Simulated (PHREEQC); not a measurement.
**Buffer: an equilibrium model**

Make-up at 25 °C: 0.25 mol/kgw NaHSO4, 0.00096 mol/kgw K2HPO4 and 0.00024 mol/kgw NaCl. Closed to the air; pH follows from the charge balance.

Equilibrium calculation in PHREEQC: ion-association model, phreeqc.dat.

This is a speciation only: nothing precipitates in the calculation.

### Question
Predict the pH, activity of water, density.

### Answer
pH 1.15; activity of water 0.990; density 1.019 g/cm³.

### Question
In which forms is S present?

### Answer
HSO4- 63 %, SO4-2 30 %, NaSO4- 7.8 % of the S.
